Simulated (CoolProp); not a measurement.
Sulfur dioxide at 293.15 K and 0.885 MPa is throttled through a valve to 0.246 MPa with no heat exchange. Each further row changes one setting.

Model: reference Helmholtz-energy equation of state, Gao 2016, in CoolProp.

```json
[
 {"case": "as stated", "temperature change (K)": "-8.2", "final phase": "two-phase, vapour fraction 0.031", "final density (kg/m³)": "194"},
 {"case": "outlet pressure 0.0738 MPa", "temperature change (K)": "-36.9", "final phase": "two-phase, vapour fraction 0.128", "final density (kg/m³)": "17.5"},
 {"case": "outlet pressure 0.32 MPa", "temperature change (K)": "-0.9", "final phase": "two-phase, vapour fraction 0.004", "final density (kg/m³)": "854"}
]
```
